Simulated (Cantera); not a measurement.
Input: 1 mol Si, 2.2 mol HCl, held at 923.15 K and 1.00 Torr.

These are equilibrium values from Cantera (NASA tables, ideal gas, pure condensed phases), not measurements of a reactor. Candidate condensed phases: Si; 19 gas species. The tables' values for SiCl₃ are old estimates; treat these amounts as uncertain. Kinetics and transport are ignored.

What is the equilibrium state?


```json
{
 "x(H₂)": "0.636",
 "x(SiCl₄)": "0.303",
 "x(HCl)": "0.0328",
 "x(SiHCl₃)": "0.0210",
 "x(SiCl₃)": "0.00429",
 "x(SiCl₂)": "0.00244",
 "x(SiH₂Cl₂)": "0.000142",
 "n(Si(s))": "0.451 mol",
 "gas_amount": "1.659 mol"
}
```
